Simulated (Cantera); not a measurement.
A Cantera script and its output.

```python
import numpy as np
import cantera as ct

gas = ct.Solution("gri30.yaml")
gas.TPX = 1898, 13332, {'C2H6': 1, 'H2': 13, 'N2': 0.062}
inlet = ct.Reservoir(gas, clone=True)

reactor = ct.IdealGasConstPressureReactor(gas, energy="off", clone=False)
exhaust = ct.Reservoir(gas, clone=True)
tau = [1.2, 0.28, 0.064, 0.015, 0.0035, 0.00082, 0.00019][0]
for a, b in ((inlet, reactor), (reactor, exhaust)):
    ct.MassFlowController(a, b, mdot=lambda t: reactor.mass / tau)
net = ct.ReactorNet([reactor])
show = ['C2H6', 'H2', 'C2H4', 'C2H', 'CH3']

rows = []
print(f"{'tau/s':>10s}{'T/K':>9s}" + "".join(f"{s:>11s}" for s in show))
for tau in [1.2, 0.28, 0.064, 0.015, 0.0035, 0.00082, 0.00019]:
    net.initial_time = 0.0
    net.advance(30 * tau)
    before = gas.X
    net.advance(40 * tau)
    drift = np.max(np.abs(gas.X - before) / (gas.X + 1e-9))
    rows.append([gas.T, *gas[show].X, drift])
    print(f"{tau:10.3e}{gas.T:9.1f}" + "".join(f"{x:11.3e}" for x in gas[show].X))
```

Result:

```
     tau/s      T/K       C2H6         H2       C2H4        C2H        CH3
 1.200e+00   1898.0  9.294e-07  9.288e-01  9.664e-05  1.760e-06  2.352e-04
 2.800e-01   1898.0  3.855e-06  9.258e-01  1.123e-04  1.740e-06  4.689e-04
 6.400e-02   1898.0  1.595e-05  9.206e-01  1.794e-04  1.721e-06  9.268e-04
 1.500e-02   1898.0  6.154e-05  9.129e-01  4.068e-04  1.722e-06  1.745e-03
 3.500e-03   1898.0  2.249e-04  9.033e-01  1.058e-03  1.744e-06  3.143e-03
 8.200e-04   1898.0  7.832e-04  8.934e-01  2.643e-03  1.699e-06  5.346e-03
 1.900e-04   1898.0  2.721e-03  8.854e-01  5.946e-03  1.395e-06  8.493e-03
```

Cantera simulation using GRI-Mech 3.0 (53 species, 325 reactions); the numbers are that mechanism's predictions, not measurements. GRI-Mech 3.0 stops at C3 and has no aromatics, soot or wall deposition, so with more carbon than oxygen in the feed, carbon stays in small species such as C2H2 where larger ones or solid carbon would form.
